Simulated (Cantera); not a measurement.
A Cantera script and its output.

```python
import numpy as np
import cantera as ct

surf = ct.Interface("ptcombust.yaml", "Pt_surf")
gas = surf.adjacent["gas"]
gas.TPX = 648, 97000, {'H2': 0.0029, 'O2': 0.15, 'N2': 0.79, 'H2O': 0.057}
surf.TP = 648, 97000
reactor = ct.FlowReactor(gas, clone=False)
reactor.area = 0.0001  # m2
reactor.surface_area_to_volume_ratio = 950  # 1/m
reactor.mass_flow_rate = 4.3 * reactor.area * gas.density  # inlet velocity 4.3 m/s
reactor.energy_enabled = False
wall = ct.ReactorSurface(surf, reactor, clone=False)
net = ct.ReactorNet([reactor])
net.rtol, net.atol = 1e-8, 1e-16
show, cover = ['H2', 'O2', 'H2O'], ['PT(S)', 'H(S)', 'O(S)', 'OH(S)', 'CO(S)', 'C(S)']

rows = []
print(f"{'z/m':>9s}{'u/(m/s)':>9s}" + "".join(f"{s:>13s}" for s in show + cover))
for z in [8e-05, 0.00016, 0.0003, 0.00058, 0.0011, 0.0022, 0.0042, 0.008]:
    net.advance(z)
    rows.append([reactor.speed, *gas[show].X, *surf[cover].coverages])
    print(f"{z:9.4g}{rows[-1][0]:9.3g}" + "".join(f"{x:13.4e}" for x in rows[-1][1:]))
```

Output:

```
      z/m  u/(m/s)           H2           O2          H2O        PT(S)         H(S)         O(S)        OH(S)        CO(S)         C(S)
    8e-05      4.3   2.8489e-03   1.4999e-01   5.7059e-02   3.2694e-02   6.1236e-09   9.5525e-01   1.2023e-02  -4.6005e-26   1.2477e-29
  0.00016      4.3   2.7993e-03   1.4997e-01   5.7110e-02   3.2133e-02   5.9353e-09   9.5591e-01   1.1926e-02   3.9181e-26   1.4896e-29
   0.0003      4.3   2.7165e-03   1.4994e-01   5.7195e-02   3.1196e-02   5.6273e-09   9.5701e-01   1.1763e-02   1.4403e-25   4.5660e-29
  0.00058      4.3   2.5646e-03   1.4987e-01   5.7351e-02   2.9478e-02   5.0824e-09   9.5903e-01   1.1456e-02  -1.0599e-24  -3.4002e-28
   0.0011      4.3   2.3230e-03   1.4977e-01   5.7600e-02   2.6744e-02   4.2694e-09   9.6228e-01   1.0945e-02   5.6716e-26   2.5381e-29
   0.0022      4.3   1.9362e-03   1.4960e-01   5.7999e-02   2.2366e-02   3.1060e-09   9.6755e-01   1.0057e-02   4.7601e-25   7.1495e-30
   0.0042      4.3   1.4843e-03   1.4941e-01   5.8464e-02   1.7262e-02   1.9669e-09   9.7383e-01   8.8860e-03   2.4646e-25   4.4660e-29
    0.008      4.3   1.0246e-03   1.4922e-01   5.8938e-02   1.2111e-02   1.0591e-09   9.8039e-01   7.4865e-03   3.4971e-25   8.5462e-29
```

Detailed kinetics in Cantera: Deutschmann's 1995 Pt surface mechanism with GRI-Mech 3.0 gas chemistry. Catalytic surfaces can have several steady states; this one follows from the mechanism file's or the stated starting coverage. Mass transfer to the wall is taken as infinitely fast.
